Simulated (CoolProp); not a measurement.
The numbers come from the reference Helmholtz-energy equation of state, Thol 2017 in CoolProp.

**Question.** Give the vapour pressure (MPa), liquid density (kg/m³), enthalpy of vaporisation (kJ/kg), liquid cp (kJ/(kg K)) of saturated decamethyltetrasiloxane (MD2M) at 501.8 K.

**Answer.** 
| T (K) | p (MPa) | liquid density (kg/m³) | enthalpy of vaporisation (kJ/kg) | liquid cp (kJ/(kg K)) |
|---|---|---|---|---|
| 501.8 | 0.217 | 621 | 116 | 2.19 |
